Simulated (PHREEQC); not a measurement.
PHREEQC input (ion-association model, wateq4f.dat):

```
SOLUTION_MASTER_SPECIES
  An  An-  0  An  62.0  # stands for a non-complexing anion
SOLUTION_SPECIES
  An- = An-
    -log_k 0
    -gamma 3.0 0
PHASES
  Fix_H+
    H+ = H+
    -log_k 0
SOLUTION 1
  temp 25
  units mmol/kgw
  pH 7 charge
  Cl 0.036
  Mn(2) 0.018
  Na 100
  An 100
END
SELECTED_OUTPUT 1
  -reset false
  -pH true
  -pe true
  -ionic_strength true
  -water true
  -totals Cl Mn Na Mn(2) Mn(3) Mn(6) Mn(7)
  -molalities Hfo_wOH Hfo_wOH2+ Hfo_wO- Hfo_sOH Hfo_sOH2+ Hfo_sO- Hfo_sOMn+ Hfo_wOMn+
  -saturation_indices Pyrochroite Halite
USER_PUNCH 1
  -headings sigma psi
  10 PUNCH EDL("sigma", "Hfo"), EDL("psi", "Hfo")
PRINT
  -reset false
USE solution 1
SURFACE 1
  Hfo_wOH 0.000213483 600 0.095
  Hfo_sOH 5.33708e-06
EQUILIBRIUM_PHASES 1
  Fix_H+ -3 HAn 10
    -force_equality true
END
# ... the last block is repeated for the other 12 points of pH, with NaOH or the acid as the point needs
```

Selected output (columns that matter, 13 of 13 rows; pH added in front):

```
pH	mu	Mn	Na	m_Hfo_wOH	m_Hfo_wOH2+	m_Hfo_wO-	m_Hfo_sOH	m_Hfo_sOH2+	m_Hfo_sO-	m_Hfo_sOMn+	si_Pyrochroite	si_Halite	sigma	psi
3	0.10137	1.8e-05	0.1	4.0857e-06	0.0002094	1.8263e-09	1.0214e-07	5.2349e-06	4.5657e-11	7.6746e-13	-14.347	-7.2499	0.36334	0.15264
3.5	0.10054	1.8e-05	0.1	1.1664e-05	0.0002018	1.5443e-08	2.9159e-07	5.0451e-06	3.8608e-10	7.4135e-12	-13.346	-7.2493	0.35014	0.15096
4	0.10027	1.8e-05	0.1	2.846e-05	0.00018492	1.0034e-07	7.115e-07	4.623e-06	2.5086e-09	6.7984e-11	-12.345	-7.2491	0.3207	0.14654
4.5	0.10017	1.7999e-05	0.1	5.5539e-05	0.0001575	4.4867e-07	1.3883e-06	3.937e-06	1.1215e-08	5.791e-10	-11.345	-7.2491	0.27251	0.13827
5	0.10013	1.7995e-05	0.1	8.7027e-05	0.00012507	1.3872e-06	2.1738e-06	3.124e-06	3.4651e-08	4.5947e-09	-10.345	-7.249	0.21461	0.12615
5.5	0.1001	1.7964e-05	0.1	0.00011553	9.4727e-05	3.2277e-06	2.8695e-06	2.3529e-06	8.0172e-08	3.4548e-08	-9.3461	-7.249	0.1588	0.11099
6	0.10009	1.7749e-05	0.1	0.00013712	7.022e-05	6.134e-06	3.272e-06	1.6756e-06	1.4637e-07	2.4309e-07	-8.3514	-7.249	0.1115	0.093504
6.5	0.10007	1.6619e-05	0.1	0.00015142	5.1878e-05	1.0125e-05	2.8466e-06	9.7526e-07	1.9034e-07	1.3249e-06	-7.3799	-7.249	0.074349	0.074253
7	0.10006	1.4052e-05	0.1	0.00015955	3.8397e-05	1.5187e-05	1.3017e-06	3.1328e-07	1.2391e-07	3.5981e-06	-6.4528	-7.249	0.046296	0.053749
7.5	0.10004	1.1022e-05	0.1	0.00016185	2.8599e-05	2.0985e-05	3.0992e-07	5.4761e-08	4.0182e-08	4.9322e-06	-5.5584	-7.249	0.024727	0.032109
8	0.10004	5.5214e-06	0.10002	0.00015781	2.0273e-05	2.8141e-05	9.0126e-08	1.1578e-08	1.6072e-08	5.2193e-06	-4.859	-7.2489	0.0077978	0.01072
8.5	0.10004	1.2267e-06	0.10004	0.00015131	1.4508e-05	3.6152e-05	5.4968e-08	5.2705e-09	1.3133e-08	5.2637e-06	-4.5135	-7.2488	-0.0082583	-0.011343
9	0.10006	1.7994e-07	0.10006	0.00014549	1.0882e-05	4.4562e-05	4.8529e-08	3.6297e-09	1.4864e-08	5.2701e-06	-4.351	-7.2487	-0.026867	-0.034539
```

The oxide is taken as insoluble; below pH 4 it would dissolve.
